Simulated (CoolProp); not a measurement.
A closed Brayton cycle with nitrogen: compressor inlet 332.15 K and 0.41 MPa, high pressure 1.43 MPa, turbine inlet 805 K, compressor efficiency 0.89, turbine efficiency 0.9, recuperator effectiveness 0.9 (on enthalpy, no pinch check). Each further row changes one setting.

Model: reference Helmholtz-energy equation of state, Span 2000, in CoolProp.

```tsv
case	thermal efficiency (%)	net work (kJ/kg)	compressor to turbine work	compressor exit (K)	turbine exit (K)
as stated	25.9	62.3	0.73	491.4	597.2
turbine inlet 755 K	21.5	47.7	0.78	491.4	558.5
compressor inlet 342.15 K	23.9	57.2	0.75	506.0	597.2
high pressure 1.22 MPa	28.1	61.9	0.70	468.1	620.3
recuperator effectiveness 0.5	21.8	62.3	0.73	491.4	597.2
```
